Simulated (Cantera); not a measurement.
Input: 1 mol CH3SiCl3, 32 mol H2, held at 0.100 bar.

These are equilibrium values from Cantera (NASA tables, ideal gas, pure condensed phases), not measurements of a reactor. Candidate condensed phases: C, C6H6, C7H8, C8H18, Si, SiC; 109 gas species. The feed counts by its element totals alone. Gases not in the tables: Si2H6 and higher silanes. The numbers say what is thermodynamically allowed, not how fast it happens.

Question: What share of the Si ends up in condensed phases as a function of T (K), at 1498, 1598, 1698, 1798, 1898, 1998, 2098, 2198, 2298, 2398, 2498?

Answer: 
```csv
T (K),Si condensed (%),as
1498,99.2,SiC(s)
1598,99.0,SiC(s)
1698,98.5,SiC(s)
1798,97.9,SiC(s)
1898,97.2,SiC(s)
1998,95.9,SiC(s)
2098,93.8,SiC(s)
2198,90.2,SiC(s)
2298,82.3,SiC(s)
2398,63.3,SiC(s)
2498,15.3,SiC(s)
```
